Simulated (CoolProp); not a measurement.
Properties of the fluoroketone C6F12O (FK-5-1-12) along the isobar 0.505 MPa (Tc = 168.7 °C, pc = 1.869 MPa, ω = 0.471).

Computed with CoolProp (reference Helmholtz-energy equation of state, McLinden 2015).

```tsv
T (°C)	phase	cp (kJ/(kg K))	cv (kJ/(kg K))	speed of sound (m/s)	isothermal compressibility (1/MPa)	expansivity (1/kK)
-100.25	liquid	1.155	0.9230	920.6	0.0007578	1.409
-75.05	liquid	1.120	0.8951	835.0	0.0009542	1.427
-49.75	liquid	1.099	0.8791	749.8	0.001226	1.478
-24.55	liquid	1.089	0.8734	666.3	0.001610	1.562
0.75	liquid	1.091	0.8763	584.4	0.002176	1.689
25.95	liquid	1.102	0.8865	504.6	0.003048	1.874
51.15	liquid	1.122	0.9029	426.4	0.004488	2.150
76.45	liquid	1.153	0.9248	349.0	0.007136	2.588
101.65	liquid	1.202	0.9514	271.1	0.01290	3.388
126.95	gas	1.012	0.9508	88.43	2.400	4.561
152.15	gas	1.022	0.9724	95.13	2.271	3.690
```
